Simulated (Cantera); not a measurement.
## Silicon epitaxy and polysilicon growth: SiH2Cl2 + HCl + H2

Feed: 1 mol SiH2Cl2, 0.24 mol HCl, 13 mol H2, held at 59000 Pa.

Method: chemical equilibrium by Gibbs-energy minimisation in Cantera with the NASA 1993 tables (ideal gas, pure condensed phases). Candidate condensed phases: Si; 19 gas species. The tables' values for SiCl3, SiCl are old estimates; treat these amounts as uncertain. Gases not in the tables: Si2H6 and higher silanes. The numbers say what is thermodynamically allowed, not how fast it happens.

From 527 °C to 1352 °C the condensed part is Si(s). At 1427 °C the condensed part is Si(l). The main Si-bearing gas is SiCl4 at 527 °C and SiCl2 at 1427 °C. The share of Si in condensed phases is highest at 1202 °C (54.5 %) and lowest at 527 °C (36.9 %).

```
T (°C)   x H2    x HCl   x SiCl2   x SiCl4  x SiHCl3  n Si(s)  n Si(l)
------  -----  -------  --------  --------  --------  -------  -------
527     0.956  0.00112   1.34e-6    0.0237    0.0183    0.369        0
602     0.955  0.00279   1.04e-5    0.0237    0.0177    0.376        0
677     0.952  0.00598   5.75e-5    0.0232    0.0170    0.389        0
752     0.948   0.0114  0.000242    0.0222    0.0160    0.410        0
827     0.942   0.0194  0.000817    0.0204    0.0146    0.438        0
902     0.934   0.0304   0.00226    0.0176    0.0127    0.472        0
977     0.923   0.0436   0.00517    0.0136    0.0103    0.505        0
1052    0.911   0.0572   0.00985   0.00914   0.00745    0.530        0
1127    0.901   0.0689    0.0156   0.00509   0.00471    0.543        0
1202    0.893   0.0768    0.0208   0.00237   0.00261    0.545        0
1277    0.889   0.0810    0.0246  0.000992   0.00134    0.542        0
1352    0.887   0.0827    0.0270  0.000404  0.000675    0.536        0
1427    0.885   0.0837    0.0284  0.000169  0.000346        0    0.534
```
x: gas mole fraction; n: condensed amount in mol.
